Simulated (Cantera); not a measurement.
What does this Cantera script print?

```python
import numpy as np
import cantera as ct

gas = ct.Solution("gri30.yaml")
gas.TPX = 1898, 3700, {'CH4': 1, 'N2': 17}
reactor = ct.IdealGasConstPressureReactor(gas, energy="off", clone=False)
net = ct.ReactorNet([reactor])
net.rtol, net.atol = 1e-08, 1e-18
show = ['CH4', 'C2H4', 'CH3', 'H', 'CH2']
times = np.geomspace(1e-05, 20, 9)

steps = ct.SolutionArray(gas, extra=["t"])
rows = []
print(f"{'t/s':>10s}{'T/K':>9s}{'P/Pa':>11s}" + "".join(f"{s:>11s}" for s in show))
for t in times:
    while net.time < t:
        t_next = net.step()
        steps.append(gas.state, t=t_next)
    rows.append([np.interp(t, steps.t, y) for y in (steps.T, steps.P, *steps(*show).X.T)])
    print(f"{t:10.3e}{rows[-1][0]:9.1f}{rows[-1][1]:11.4g}" + "".join(f"{x:11.3e}" for x in rows[-1][2:]))
rate = np.gradient(steps.T, steps.t)
print("integrator steps:", len(steps.t))
if steps.T.max() > steps.T[0] + 200:
    print(f"time of steepest temperature rise: {steps.t[rate.argmax()]:.4e} s")
gas.TPX = 1898, 3700, {'CH4': 1, 'N2': 17}
gas.equilibrate("TP")
print(f"equilibrium (TP): T = {gas.T:.1f} K  " + "  ".join(f"{s} {gas[s].X[0]:.3e}" for s in show))
```

Output:

```
       t/s      T/K       P/Pa        CH4       C2H4        CH3          H        CH2
 1.000e-05   1898.0       3700  5.555e-02  3.626e-12  4.519e-06  2.096e-06  2.679e-11
 6.132e-05   1898.0       3700  5.552e-02  3.287e-09  3.722e-05  3.326e-06  2.457e-09
 3.761e-04   1898.0       3700  5.530e-02  1.374e-06  2.441e-04  3.576e-06  7.459e-08
 2.306e-03   1898.0       3700  5.334e-02  3.004e-04  1.436e-03  1.413e-05  1.811e-06
 1.414e-02   1898.0       3700  2.183e-02  1.441e-03  1.928e-03  2.355e-04  7.259e-06
 8.672e-02   1898.0       3700  1.811e-03  1.565e-05  2.715e-04  5.777e-04  2.312e-06
 5.318e-01   1898.0       3700  6.884e-05  9.886e-07  1.779e-05  1.015e-03  2.772e-07
 3.261e+00   1898.0       3700  1.915e-06  9.285e-07  5.581e-07  1.145e-03  9.866e-09
 2.000e+01   1898.0       3700  1.110e-06  9.282e-07  3.239e-07  1.145e-03  5.734e-09
integrator steps: 1431
equilibrium (TP): T = 1898.0 K  CH4 1.650e-06  C2H4 1.745e-07  CH3 4.815e-07  H 1.146e-03  CH2 8.532e-09
```

Model: GRI-Mech 3.0 (53 species, 325 reactions), integrated in Cantera. GRI-Mech 3.0 stops at C3 and has no aromatics, soot or wall deposition, so with more carbon than oxygen in the feed, carbon stays in small species such as C2H2 where larger ones or solid carbon would form. Radical loss at walls, strong at low pressure, is not modelled.
